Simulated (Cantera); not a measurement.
A closed system holds: 1 mol SiC, 0.018 mol H2O, 12 mol N2, at 18.0 mbar.

Cantera equilibrium calculation (NASA polynomials, part measured and part estimated; ideal gas, pure solids and liquids). Candidate condensed phases: C, C6H6, C7H8, C8H18, H2O, Si, SiC, SiO2, Si2N2O, Si3N4; 151 gas species. Mutual solubility and eutectic melting of coexisting phases are not modelled. Rates play no part.

**Question.** At 1673 K, list the 4 most abundant gas species with their mole fractions, and the condensed phases.

**Answer.** N2 0.997, H2 0.00147, CO 0.00104, SiO 0.000460. Condensed: SiC(s) + Si3N4(s).
